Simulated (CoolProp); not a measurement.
Nitrogen at several states: Z from the reference equation and from simpler models built on Tc = 126.2 K, pc = 3.396 MPa, ω = 0.037; each cubic takes its own stable root.

Values from CoolProp's reference Helmholtz-energy equation of state, Span 2000.

```
T (K)  p (MPa)          phase   reference  van der Waals  Redlich-Kwong  Soave-Redlich-Kwong
-----  -------  -------------  ----------  -------------  -------------  -------------------
887.8     1.22            gas       1.005          1.003          1.003                1.004
76.9         7         liquid      0.3720         0.5299         0.3668               0.3692
439.1    0.149            gas       1.001          1.000          1.000                1.001
961.6     7.53  supercritical       1.027     (withheld)     (withheld)           (withheld)
322.9     4.68  supercritical       1.003         0.9832         0.9952                1.009
68.7    0.0912         liquid  (withheld)     (withheld)     (withheld)             0.005270
```

Q: Some entries are withheld; supply them.

A: 
- 961.6, van der Waals: 1.021
- 961.6, Redlich-Kwong: 1.020
- 961.6, Soave-Redlich-Kwong: 1.025
- 68.7, reference: 0.005298
- 68.7, van der Waals: 0.9669
- 68.7, Redlich-Kwong: 0.005216

At some of these states van der Waals gives the other phase, because its saturation line lies elsewhere.
